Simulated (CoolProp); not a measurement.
The fluid at 293.15 K and 4.86 MPa (liquid) is heated at constant pressure to 395.3 K. The same conditions are run with several fluids, on thermodynamics alone (safety and materials aside).

Model: reference Helmholtz-energy equation of state of each fluid (CH3F (R41): Lemmon 2006; R407C: Lemmon 2003; cyclopentane: Gedanitz 2015; R152A: Outcalt 1996; decamethylcyclopentasiloxane (D5): Thol 2019), in CoolProp. Blends and air are pseudo-pure fits.

```
fluid                              heat (kJ/kg)    final phase  final density (kg/m³)
---------------------------------  ------------  -------------  ---------------------
CH3F (R41)                                  [?]            [?]                    [?]
R407C                                       250  supercritical                    188
cyclopentane                                [?]         liquid                    642
R152A                                       303  supercritical                    222
decamethylcyclopentasiloxane (D5)           [?]         liquid                    862
```

Task: Fill in the missing entries.

Result: 
- CH3F (R41), heat (kJ/kg): 436
- CH3F (R41), final phase: gas
- CH3F (R41), final density (kg/m³): 59.8
- cyclopentane, heat (kJ/kg): 208
- decamethylcyclopentasiloxane (D5), heat (kJ/kg): 180
